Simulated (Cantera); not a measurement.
Feed: 1 mol SiH4, 0.57 mol O2, 23 mol H2, equilibrated at 2000 Pa.

Method: chemical equilibrium by Gibbs-energy minimisation in Cantera with the NASA 1993 tables (ideal gas, pure condensed phases). Candidate condensed phases: H2O, Si, SiO2; 18 gas species. Mutual solubility and eutectic melting of coexisting phases are not modelled. The tables hold silica as quartz up to 1696 K and as liquid above; real silica turns to tridymite and cristobalite and melts near 1996 K. Rates play no part.

Problem. What share of the Si ends up in condensed phases as a function of T (K), at 673, 823, 973, 1123, 1273, 1423, 1573, 1723?

Solution. 
| T (K) | Si condensed (%) | as |
|---|---|---|
| 673 | 100.0 | Si(s) + SiO2(α-quartz) |
| 823 | 100.0 | Si(s) + SiO2(α-quartz) |
| 973 | 100.0 | Si(s) + SiO2(β-quartz) |
| 1123 | 100.0 | Si(s) + SiO2(β-quartz) |
| 1273 | 99.5 | Si(s) + SiO2(β-quartz) |
| 1423 | 85.2 | Si(s) + SiO2(β-quartz) |
| 1573 | 14.0 | SiO2(β-quartz) |
| 1723 | 12.3 | SiO2(condensed) |
